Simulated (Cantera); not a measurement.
A Cantera script and what it prints.

```python
import numpy as np
import cantera as ct

gas_names = [...]  # 151 gases of nasa_gas.yaml made of C, H, N, O, Si
cond_names = """
    C(gr) C6H6(L) C7H8(L) C8H18(L),n-octa H2O(s) H2O(L) Si(cr) Si(L) SiC(b) SiO2(Lqz) SiO2(hqz) SiO2(L)
    Si2N2O(s) Si3N4(a)
""".split()


# ... load() reads the species with a 1 bar reference pressure and builds the phases ...
atoms = {
    'SiC': {'Si': 1, 'C': 1},
    'N2O': {'N': 2, 'O': 1},
    'H2': {'H': 2},
}
top_T = {'C(gr)': 4500, 'SiC(b)': 3050, 'Si2N2O(s)': 2100, 'Si3N4(a)': 2400}  # K; cautious upper limits of use, not melting points


# ... equilibrate(T, P, feed) seeds the gas with the atoms and calls Mixture.equilibrate('TP', solver="vcs", rtol=1e-11, max_steps=5000) ...
results = []
feed = {'SiC': 1, 'N2O': 0.15, 'H2': 830}  # mol
T = 1823  # K
P = 1333.22  # Pa
mix = equilibrate(T, P, feed)
results.append((T, P, feed, dict(zip(mix.species_names, mix.species_moles))))
x = sorted(zip(gas.X, gas.species_names), reverse=True)
print(f"T = {T:g} K  P = {P:g} Pa  gas = {mix.phase_moles(0):.4g} mol")
print("   x: " + "  ".join(f"{s} {v:.3e}" for v, s in x if v > 0.001))
print("   condensed (mol): " + ("  ".join(f"{mix.phase(i).name} {mix.phase_moles(i):.4g}"
      for i in range(1, mix.n_phases) if mix.phase_moles(i) > 1e-12) or "none"))
```

It prints:

```
T = 1823 K  P = 1333.22 Pa  gas = 831.9 mol
   x: H2 9.958e-01  H 3.744e-03
   condensed (mol): SiC(b) 0.8781
```

These are equilibrium values from Cantera (NASA tables, ideal gas, pure condensed phases), not measurements of a reactor.
